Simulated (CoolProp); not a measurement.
Properties of methane along the isobar 149 bar (Tc = -82.6 °C, pc = 45.99 bar, ω = 0.011).

Values from CoolProp's reference Helmholtz-energy equation of state, Setzmann 1991.

| T (°C) | phase | density (kg/m³) | cp (kJ/(kg K)) | cv (kJ/(kg K)) | speed of sound (m/s) | fugacity coefficient |
|---|---|---|---|---|---|---|
| -143.45 | liquid | 411.3 | [?] | 2.020 | 1314 | 0.03809 |
| -127.85 | liquid | 389.8 | 3.502 | 1.964 | 1182 | 0.07953 |
| -112.25 | liquid | 366.5 | 3.622 | 1.917 | 1050 | [?] |
| -96.65 | liquid | 340.8 | 3.798 | 1.882 | 917.2 | 0.2170 |
| -81.15 | supercritical | 312.1 | 4.053 | 1.859 | 787.1 | 0.3056 |
| -65.55 | supercritical | [?] | 4.404 | 1.848 | 663.7 | 0.4001 |
| -49.95 | supercritical | 241.4 | 4.759 | 1.847 | 560.4 | 0.4928 |
| -34.45 | supercritical | 203.4 | 4.792 | [?] | 494.5 | 0.5767 |

**Question.** What belongs in the gaps?

**Answer.** 
- -143.45, cp (kJ/(kg K)): 3.419
- -112.25, fugacity coefficient: 0.1399
- -65.55, density (kg/m³): 278.9
- -34.45, cv (kJ/(kg K)): 1.845
